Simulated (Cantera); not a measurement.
A perfectly stirred reactor is fed with CH3OH : O2 : N2 = 0.004 : 0.058 : 1 (molar parts), at 1.18 atm; it is held at 1375 K, and followed from long to short residence time.

Model: GRI-Mech 3.0 (53 species, 325 reactions), integrated in Cantera. GRI-Mech 3.0 was tuned for natural gas; its chemistry of methanol as a main component is partial and can be far from experiment.

What does this change do: 0.0013 parts CH4 added?


```tsv
quantity	before	after
x(CH3OH) at τ = 0.990 s	1.11e-6	9.08e-7
x(O2) at τ = 0.990 s	0.0489	0.0464
x(CH2) at τ = 0.990 s	<1e-12	1.34e-10
x(O) at τ = 0.990 s	5.35e-6	6.18e-6
x(C2H4) at τ = 0.990 s	<1e-12	1.53e-10
x(CH3OH) at τ = 43.0 ms	9.80e-6	7.09e-6
x(O2) at τ = 43.0 ms	0.0491	0.0466
x(CH2) at τ = 43.0 ms	1.33e-11	1.94e-9
x(O) at τ = 43.0 ms	2.75e-5	3.70e-5
x(C2H4) at τ = 43.0 ms	<1e-12	1.53e-9
```
